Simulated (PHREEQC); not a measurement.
A solution holds 2.4 mmol/kgw KOH and 48 mmol/kgw CuSO4, at 25 °C. Closed to the air; pH follows from the charge balance.

Equilibrium calculation in PHREEQC: ion-association model, wateq4f.dat.

Each row changes one thing in this solution. Precipitation was switched off in this run.

| case | pH | ionic strength (mol/kgw) | SO4-2 (mol/kgw) | K+ (mol/kgw) | Cu2(OH)2+2 (mol/kgw) | KSO4- (mol/kgw) | SI of Cu(OH)2 (Cu(OH)2) | SI of Tenorite (CuO) |
|---|---|---|---|---|---|---|---|---|
| as made | 5.49 | 0.111 | 0.0279 | 0.00225 | 0.00116 | 0.000153 | +0.34 | +1.36 |
| 0.015 mol/kgw KHSO4 added | ___ | 0.135 | 0.0333 | 0.0162 | 5.40e-10 | ___ | -6.00 | -4.98 |
| KOH from 0.0024 to 0.00024 mol/kgw | 4.98 | 0.109 | 0.0272 | 0.000225 | 0.000124 | ___ | -0.65 | +0.37 |
| 0.0018 mol/kgw NaHCO3 added | 5.56 | 0.112 | 0.0283 | 0.00225 | ___ | 0.000155 | +0.46 | +1.49 |
| KOH from 0.0024 to 0.00216 mol/kgw | 5.47 | 0.110 | 0.0278 | 0.00202 | ___ | 0.000138 | +0.30 | +1.32 |

Task: Some entries are withheld; supply them.

Result: 
- 0.015 mol/kgw KHSO4 added, pH: 2.33
- 0.015 mol/kgw KHSO4 added, KSO4- (mol/kgw): 0.00123
- KOH from 0.0024 to 0.00024 mol/kgw, KSO4- (mol/kgw): 1.51e-5
- 0.0018 mol/kgw NaHCO3 added, Cu2(OH)2+2 (mol/kgw): 0.00148
- KOH from 0.0024 to 0.00216 mol/kgw, Cu2(OH)2+2 (mol/kgw): 0.00105

Species that the database lacks are ignored. Some of these states are supersaturated (in Brochantite, Antlerite, for instance).
